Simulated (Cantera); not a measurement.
Input: 1 mol Si, 2.7 mol Br₂, equilibrated at 1273 K and 0.00120 bar.

These are equilibrium values from Cantera (NASA tables, ideal gas, pure condensed phases), not measurements of a reactor. Candidate condensed phases: Br₂, Si; 9 gas species. The tables' values for SiBr₃ are old estimates; treat these amounts as uncertain. Rates play no part.

Base state: Br 0.502, SiBr₄ 0.439, Br₂ 0.0576, SiBr₃ 0.00126, SiBr₂ 0.000170 (mole fractions); condensed: gas only.

### Question
What changes in the equilibrium state with this change: pressure from 0.00120 bar to 0.00780 bar?

### Answer
| species | before | after |
|---|---|---|
| SiBr₄ | 0.439 | 0.488 |
| Br | 0.502 | 0.340 |
| Br₂ | 0.0576 | 0.172 |
| SiBr₂ | 0.000170 | 9.78e-6 |
| SiBr₃ | 0.00126 | 0.000318 |

### Question
What changes in the equilibrium state with this change: pressure from 0.00120 bar to 0.900 bar?

### Answer
```
species    before    after
-------  --------  -------
SiBr₄       0.439    0.574
Br₂        0.0576    0.379
Br          0.502   0.0470
SiBr₂    0.000170  4.53e-8
SiBr₃     0.00126  2.35e-5
```

### Question
What changes in the equilibrium state with this change: temperature from 1273 K to 975 K?

### Answer
```json
[
 {"species": "SiBr₄", "before": "0.439", "after": "0.567"},
 {"species": "Br₂", "before": "0.0576", "after": "0.360"},
 {"species": "Br", "before": "0.502", "after": "0.0734"},
 {"species": "SiBr₂", "before": "0.000170", "after": "<1e-9"},
 {"species": "SiBr₃", "before": "0.00126", "after": "9.87e-7"}
]
```
